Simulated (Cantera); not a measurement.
An isothermal, constant-pressure homogeneous reactor starts with H2 : O2 : N2 = 1.9 : 1 : 2.4 (molar parts), at 1323 K and 0.110 bar.

Cantera simulation using the H2/O2 subset of GRI-Mech 3.0, which has no nitrogen chemistry; the numbers are that mechanism's predictions, not measurements. The temperature is held fixed by assumption; the heat of reaction is taken as removed at once.

x: mole fraction; the columns are a selection and need not sum to one.

```
t (s)         x H2    x O2    x HO2    x H2O       x H    x H2O2       x O
--------  --------  ------  -------  -------  --------  --------  --------
4.00e-6      0.358   0.189  1.69e-8  1.73e-9   1.72e-8  2.15e-11   1.38e-9
1.39e-5      0.358   0.189  5.86e-8  4.40e-8   9.07e-8  2.55e-10   1.17e-8
4.80e-5      0.358   0.189      ___      ___       ___       ___       ___
0.000167     0.253   0.146  1.03e-5   0.0720    0.0612   4.39e-7   0.00905
0.000577    0.0500  0.0500  7.89e-6    0.281     0.103   1.13e-6    0.0176
0.00200     0.0292  0.0288  5.55e-6    0.375    0.0266   1.27e-6   0.00448
0.00693        ___     ___      ___    0.420       ___       ___       ___
0.0240     0.00211  0.0123  1.70e-6    0.433  0.000286   3.69e-7  0.000116
0.0833    0.000281  0.0116  4.49e-7    0.436   1.33e-5   9.08e-8   1.42e-5
0.289      3.43e-5  0.0115  6.51e-8    0.437   5.79e-7   1.64e-8   1.77e-6
1.00       5.89e-6  0.0115  1.27e-8    0.437   4.25e-8   3.40e-9   3.17e-7
```

Problem. What belongs in the gaps?

Solution. 
- 4.80e-5, x HO2: 2.20e-7
- 4.80e-5, x H2O: 2.77e-6
- 4.80e-5, x H: 2.59e-6
- 4.80e-5, x H2O2: 3.02e-9
- 4.80e-5, x O: 3.68e-7
- 0.00693, x H2: 0.00995
- 0.00693, x O2: 0.0163
- 0.00693, x HO2: 3.19e-6
- 0.00693, x H: 0.00353
- 0.00693, x H2O2: 8.80e-7
- 0.00693, x O: 0.000767
